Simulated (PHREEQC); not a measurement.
Consider water at 25 °C with 0.002 mol/kgw CaCl2, 4.6e-05 mol/kgw Na2HPO4 and 7.2e-06 mol/kgw H4SiO4. Closed to the air; pH follows from the charge balance.

All values are PHREEQC results (ion-association model, phreeqc.dat), not measurements.

```tsv
quantity	before	after
pH	7.91	8.02
HPO4-2 (mol/kgw)	2.49e-5	2.96e-5
CaHPO4 (mol/kgw)	1.42e-5	9.93e-6
H2PO4- (mol/kgw)	3.84e-6	3.79e-6
CaPO4- (mol/kgw)	2.97e-6	2.62e-6
CaH2PO4+ (mol/kgw)	1.41e-7	7.55e-8
SI of Quartz (SiO2)	-1.17	-1.17
```

Question: Name the change that produced these shifts.
(A) temperature from 25 to 55 °C
(B) CaCl2 from 0.002 to 0.001 mol/kgw
(C) Na2HPO4 from 4.6e-05 to 0.00046 mol/kgw
(D) CaCl2 from 0.002 to 0.0004 mol/kgw
(E) H4SiO4 replaced by K2SiO3 at the same molality

Answer: B, CaCl2 from 0.002 to 0.001 mol/kgw

This is a speciation only: nothing precipitates in the calculation. Some of these states are supersaturated (in Hydroxyapatite, for instance).
